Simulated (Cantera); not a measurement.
A freely propagating, adiabatic, planar premixed flame of CH4 : O2 : N2 = 1 : 1.43 : 6.14 (molar parts), unburnt at 550 K and 0.930 bar; mixture-averaged transport, grid criteria slope 0.08 and curve 0.16, no radiation.

Cantera simulation using GRI-Mech 3.0 (53 species, 325 reactions); the numbers are that mechanism's predictions, not measurements. Burning velocities carry a grid error of a few per cent, more on coarse grids.

Predict: laminar burning velocity; thermal thickness; peak x(C2H2); peak x(C2H6); peak x(C2H4); peak x(CH2CO).


| Item | Result |
|---|---|
| laminar burning velocity | 42.3 cm/s |
| thermal thickness | 0.748 mm |
| peak x(C2H2) | 0.00158 |
| peak x(C2H6) | 0.00151 |
| peak x(C2H4) | 0.00177 |
| peak x(CH2CO) | 0.000325 |
